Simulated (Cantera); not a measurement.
Cantera run:

```python
import numpy as np
import cantera as ct

gas_names = """
    H HO2 H2 H2O H2O2 O OH O2 O3 Pb PbO Pb2
""".split()
cond_names = """
    H2O(s) H2O(L) Pb(cr) Pb(L) PbO(rd) PbO(yw) PbO(L) PbO2(s) Pb3O4(s)
""".split()


# ... load() reads the species with a 1 bar reference pressure and builds the phases ...
atoms = {
    'PbO': {'Pb': 1, 'O': 1},
    'O2': {'O': 2},
    'H2': {'H': 2},
}
top_T = {'Pb3O4(s)': 820}  # K; cautious upper limits of use, not melting points


# ... equilibrate(T, P, feed) seeds the gas with the atoms and calls Mixture.equilibrate('TP', solver="vcs", rtol=1e-11, max_steps=5000) ...
results = []
feed = {'PbO': 1, 'O2': 0.03, 'H2': 6.1}  # mol
P = 68  # Pa
for T in [600, 700, 800, 900, 1000, 1100, 1200, 1300, 1400]:
    mix = equilibrate(T, P, feed)
    results.append((T, P, feed, dict(zip(mix.species_names, mix.species_moles))))

top = {s: max(r[3][s] / sum(r[3][g] for g in gas_names) for r in results) for s in gas_names}
cols = sorted((s for s in top if top[s] > 1e-06), key=lambda s: -top[s])[:7]
seen = [c for c in cond_names if any(r[3].get(c, 0) > 1e-12 for r in results)]
print("log10 of partial pressures in bar; condensed amounts in mol")
print(f"{'T/K':>10s}" + "".join(f"{s[:9]:>10s}" for s in cols + seen))
for T, P, feed, n in results:
    ng = sum(n[g] for g in gas_names)
    print(f"{T:10.4g}" + "".join(f"{np.log10(max(n[s] / ng * P / 1e5, 1e-99)):10.3f}" for s in cols)
          + "".join(f"{n.get(c, 0):10.4g}" for c in seen))
```

Output:

```
log10 of partial pressures in bar; condensed amounts in mol
       T/K        H2       H2O        Pb         H       PbO       Pb2    Pb(cr)     Pb(L)
       600    -3.250    -3.928   -11.287   -17.960   -21.721   -21.215         1         0
       700    -3.250    -3.928    -8.953   -15.222   -17.897   -17.281         0         1
       800    -3.250    -3.928    -7.212   -13.163   -15.032   -14.353         0    0.9994
       900    -3.251    -3.928    -5.864   -11.558   -12.805   -12.090         0    0.9877
      1000    -3.261    -3.938    -4.791   -10.275   -11.025   -10.292         0    0.8512
      1100    -3.316    -3.993    -4.019    -9.246    -9.673    -9.035         0         0
      1200    -3.316    -3.993    -4.019    -8.363    -9.187    -9.274         0         0
      1300    -3.316    -3.993    -4.019    -7.614    -8.775    -9.478         0         0
      1400    -3.316    -3.993    -4.019    -6.971    -8.421    -9.653         0         0
```

Equilibrium computed with Cantera from the NASA thermochemical tables; the gas is ideal and each condensed phase is pure.
